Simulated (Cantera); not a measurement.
Charge: 1 mol Nb₂O₅, 1700 mol H₂, 0.24 mol H₂O, equilibrated at 0.280 bar.

Equilibrium computed with Cantera from the NASA thermochemical tables; the gas is ideal and each condensed phase is pure. Candidate condensed phases: H₂O, Nb, NbO, NbO₂, Nb₂O₅; 12 gas species. Mutual solubility and eutectic melting of coexisting phases are not modelled. NbO: taken at fixed stoichiometry. Condensed phases not in the tables: the oxides between NbO₂ and Nb₂O₅. Equilibrium is a limit: real reactors are often held back by kinetics, nucleation or transport.

log p: log10 of the partial pressure in bar; n: condensed amount in mol.

| T (°C) | log p H₂ | log p H₂O | log p H | log p NbO₂ | log p OH | log p NbO | n NbO₂(s) | n NbO(s) |
|---|---|---|---|---|---|---|---|---|
| 750 | -0.55 | -3.69 | -8.66 | <-12 | <-12 | <-12 | 2.00 | 0 |
| 900 | -0.55 | -3.69 | -7.21 | <-12 | -12.50 | <-12 | 2.00 | 0 |
| 1050 | -0.55 | -3.69 | -6.08 | <-12 | -11.05 | <-12 | 2.00 | 0 |
| 1200 | -0.55 | -3.45 | -5.17 | … | -9.66 | -12.38 | 1.10 | 0.902 |
| 1350 | -0.55 | -3.27 | -4.44 | … | -8.53 | -10.41 | 0 | 2.00 |
| 1500 | -0.55 | -3.27 | -3.82 | … | -7.75 | -8.79 | 0 | 2.00 |
| 1650 | -0.55 | -3.27 | -3.30 | … | -7.09 | -7.42 | 0 | 2.00 |

Task: Some entries are withheld; supply them.

Result: 
- 1200, log p NbO₂: -10.57
- 1350, log p NbO₂: -8.90
- 1500, log p NbO₂: -7.68
- 1650, log p NbO₂: -6.65
